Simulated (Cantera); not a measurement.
Cantera run:

```python
import numpy as np
import cantera as ct

gas_names = """
    Fe FeO Fe(OH)2 H HO2 H2 H2O H2O2 O OH O2 O3
""".split()
cond_names = """
    Fe(a) Fe(c) Fe(d) Fe(L) FeO(s) FeO(L) Fe(OH)2(s) Fe(OH)3(s) Fe2O3(s) Fe3O4(s) H2O(s) H2O(L)
""".split()


# ... load() reads the species with a 1 bar reference pressure and builds the phases ...
atoms = {
    'Fe': {'Fe': 1},
    'H2O': {'H': 2, 'O': 1},
    'O2': {'O': 2},
}
top_T = {'Fe2O3(s)': 1830, 'Fe3O4(s)': 1870}  # K; cautious upper limits of use, not melting points


# ... equilibrate(T, P, feed) seeds the gas with the atoms and calls Mixture.equilibrate('TP', solver="vcs", rtol=1e-11, max_steps=5000) ...
results = []
feed = {'Fe': 1, 'H2O': 2.9, 'O2': 0.071}  # mol
T = 1148.15  # K
P = 13332.2  # Pa
mix = equilibrate(T, P, feed)
results.append((T, P, feed, dict(zip(mix.species_names, mix.species_moles))))
x = sorted(zip(gas.X, gas.species_names), reverse=True)
print(f"T = {T:g} K  P = {P:g} Pa  gas = {mix.phase_moles(0):.4g} mol")
print("   x: " + "  ".join(f"{s} {v:.3e}" for v, s in x if v > 1e-05))
print("   condensed (mol): " + ("  ".join(f"{mix.phase(i).name} {mix.phase_moles(i):.4g}"
      for i in range(1, mix.n_phases) if mix.phase_moles(i) > 1e-12) or "none"))
```

It prints:

```
T = 1148.15 K  P = 13332.2 Pa  gas = 2.9 mol
   x: H2O 7.041e-01  H2 2.959e-01
   condensed (mol): FeO(s) 1
```

Cantera equilibrium calculation (NASA polynomials, part measured and part estimated; ideal gas, pure solids and liquids). The tables' stoichiometric FeO is somewhat more stable than real wüstite, so its field is too wide. FeO: taken at fixed stoichiometry.
